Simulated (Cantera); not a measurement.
A Cantera script and what it prints.

```python
import numpy as np
import cantera as ct

gas_names = """
    C CN CO CO2 C2 CCN CNC C2N2 C2O C3 C3O2 C4 C4N2 C5 Fe FeC5O5 FeO N NCO NO NO2 NO3 N2 N2O O O2 O3
""".split()
cond_names = """
    C(gr) Fe(a) Fe(c) Fe(d) Fe(L) FeC5O5(L) FeO(s) FeO(L) Fe2O3(s) Fe3O4(s)
""".split()


# ... load() reads the species with a 1 bar reference pressure and builds the phases ...
atoms = {
    'Fe(CO)5': {'Fe': 1, 'C': 5, 'O': 5},
    'O2': {'O': 2},
    'N2': {'N': 2},
}
top_T = {'C(gr)': 4500, 'Fe2O3(s)': 1830, 'Fe3O4(s)': 1870}  # K; cautious upper limits of use, not melting points


# ... equilibrate(T, P, feed) seeds the gas with the atoms and calls Mixture.equilibrate('TP', solver="vcs", rtol=1e-11, max_steps=5000) ...
results = []
T = 1575  # K
P = 380  # Pa
for m in [0.091, 0.23, 0.38, 0.52, 0.67, 0.81, 0.96, 1.1]:
    feed = {'Fe(CO)5': 1, 'O2': m, 'N2': 64}  # mol
    mix = equilibrate(T, P, feed)
    results.append((T, P, feed, dict(zip(mix.species_names, mix.species_moles))))
    x = sorted(zip(gas.X, gas.species_names), reverse=True)
    print(f"T = {T:g} K  P = {P:g} Pa  n(O2) = {m:g} mol  gas = {mix.phase_moles(0):.4g} mol")
    print("   x: " + "  ".join(f"{s} {v:.3e}" for v, s in x if v > 1e-06))
    print("   condensed (mol): " + ("  ".join(f"{mix.phase(i).name} {mix.phase_moles(i):.4g}"
          for i in range(1, mix.n_phases) if mix.phase_moles(i) > 1e-12) or "none"))
```

Output:

```
T = 1575 K  P = 380 Pa  n(O2) = 0.091 mol  gas = 69.01 mol
   x: N2 9.274e-01  CO 6.981e-02  CO2 2.637e-03  Fe 1.798e-04
   condensed (mol): Fe(c) 0.9876
T = 1575 K  P = 380 Pa  n(O2) = 0.23 mol  gas = 69.01 mol
   x: N2 9.274e-01  CO 6.579e-02  CO2 6.665e-03  Fe 1.798e-04
   condensed (mol): Fe(c) 0.9876
T = 1575 K  P = 380 Pa  n(O2) = 0.38 mol  gas = 69.01 mol
   x: N2 9.274e-01  CO 6.275e-02  CO2 9.700e-03  Fe 1.798e-04
   condensed (mol): Fe(c) 0.897  FeO(s) 0.09054
T = 1575 K  P = 380 Pa  n(O2) = 0.52 mol  gas = 69.01 mol
   x: N2 9.274e-01  CO 6.275e-02  CO2 9.700e-03  Fe 1.798e-04
   condensed (mol): Fe(c) 0.617  FeO(s) 0.3705
T = 1575 K  P = 380 Pa  n(O2) = 0.67 mol  gas = 69.01 mol
   x: N2 9.274e-01  CO 6.275e-02  CO2 9.700e-03  Fe 1.798e-04
   condensed (mol): Fe(c) 0.317  FeO(s) 0.6705
T = 1575 K  P = 380 Pa  n(O2) = 0.81 mol  gas = 69.01 mol
   x: N2 9.274e-01  CO 6.275e-02  CO2 9.700e-03  Fe 1.798e-04
   condensed (mol): Fe(c) 0.03702  FeO(s) 0.9505
T = 1575 K  P = 380 Pa  n(O2) = 0.96 mol  gas = 69.01 mol
   x: N2 9.274e-01  CO 5.900e-02  CO2 1.345e-02  Fe 1.219e-04
   condensed (mol): FeO(s) 0.9916
T = 1575 K  P = 380 Pa  n(O2) = 1.1 mol  gas = 69.01 mol
   x: N2 9.275e-01  CO 5.498e-02  CO2 1.748e-02  Fe 8.744e-05
   condensed (mol): FeO(s) 0.9939
```

Cantera equilibrium calculation (NASA polynomials, part measured and part estimated; ideal gas, pure solids and liquids). Mutual solubility and eutectic melting of coexisting phases are not modelled. The tables' stoichiometric FeO is somewhat more stable than real wüstite, so its field is too wide. FeO: taken at fixed stoichiometry.
